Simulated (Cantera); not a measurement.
Input: 1 mol S, 7 mol H₂, 0.26 mol O₂, at 1875 K and 1100 Pa.

Equilibrium computed with Cantera from the NASA thermochemical tables; the gas is ideal and each condensed phase is pure. Candidate condensed phases: H₂O, H₂SO₄, S; 19 gas species. Rates play no part.

Base state: H₂ 0.844, H₂O 0.0675, S₂ 0.0506, H₂S 0.0169, SH 0.0110, H 0.00574, S 0.00285, SO 0.00147 (mole fractions); condensed: gas only.

What changes in the equilibrium state with this change: pressure from 1100 Pa to 160 Pa?


| species | before | after |
|---|---|---|
| H₂ | 0.844 | 0.841 |
| H₂O | 0.0675 | 0.0635 |
| S₂ | 0.0506 | 0.0513 |
| H₂S | 0.0169 | 0.00647 |
| H | 0.00574 | 0.0150 |
| S | 0.00285 | 0.00752 |
| SH | 0.0110 | 0.0110 |
| SO | 0.00147 | 0.00366 |
| OH | 3.58e-5 | 8.85e-5 |

What changes in the equilibrium state with this change: O₂ from 0.26 to 1.5 mol?


| species | before | after |
|---|---|---|
| H₂ | 0.844 | 0.553 |
| H₂O | 0.0675 | 0.352 |
| S₂ | 0.0506 | 0.0420 |
| SO₂ | 0.000279 | 0.0161 |
| SO | 0.00147 | 0.0106 |
| H₂S | 0.0169 | 0.0101 |
| SH | 0.0110 | 0.00810 |
| S₂O | 2.70e-5 | 0.000178 |
| OH | 3.58e-5 | 0.000231 |
| H | 0.00574 | 0.00465 |
